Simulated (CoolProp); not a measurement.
Vapour-liquid equilibrium of R125 (1) + R1234yf (2) at 237.1 K; x and y are mole fractions of (1).

Computed with CoolProp (multi-fluid Helmholtz-energy mixture model, Lemmon 2005 and Lemmon 2022; pair parameters Bell 2023).

```json
[
 {"x": "0.05", "bubble pressure (MPa)": "0.08027", "y at the bubble point": "0.108", "dew pressure at overall composition x (MPa)": "0.07741", "liquid density (mol/L)": "11.28"},
 {"x": "0.15", "bubble pressure (MPa)": "0.09048", "y at the bubble point": "0.288", "dew pressure at overall composition x (MPa)": "0.08243", "liquid density (mol/L)": "11.36"},
 {"x": "0.25", "bubble pressure (MPa)": "0.1006", "y at the bubble point": "0.431", "dew pressure at overall composition x (MPa)": "0.08812", "liquid density (mol/L)": "11.45"},
 {"x": "0.35", "bubble pressure (MPa)": "0.1107", "y at the bubble point": "0.549", "dew pressure at overall composition x (MPa)": "0.09461", "liquid density (mol/L)": "11.54"},
 {"x": "0.45", "bubble pressure (MPa)": "0.1208", "y at the bubble point": "0.648", "dew pressure at overall composition x (MPa)": "0.1021", "liquid density (mol/L)": "11.63"},
 {"x": "0.55", "bubble pressure (MPa)": "0.1308", "y at the bubble point": "0.732", "dew pressure at overall composition x (MPa)": "0.1108", "liquid density (mol/L)": "11.73"},
 {"x": "0.65", "bubble pressure (MPa)": "0.1409", "y at the bubble point": "0.805", "dew pressure at overall composition x (MPa)": "0.1210", "liquid density (mol/L)": "11.83"},
 {"x": "0.75", "bubble pressure (MPa)": "0.1511", "y at the bubble point": "0.869", "dew pressure at overall composition x (MPa)": "0.1332", "liquid density (mol/L)": "11.94"},
 {"x": "0.85", "bubble pressure (MPa)": "0.1613", "y at the bubble point": "0.926", "dew pressure at overall composition x (MPa)": "0.1479", "liquid density (mol/L)": "12.06"},
 {"x": "0.95", "bubble pressure (MPa)": "0.1715", "y at the bubble point": "0.977", "dew pressure at overall composition x (MPa)": "0.1660", "liquid density (mol/L)": "12.18"}
]
```

No azeotrope shows between x = 0.05 and 0.95.

Pair parameters are fitted to limited data, so mixtures are less certain than the pure fluids.
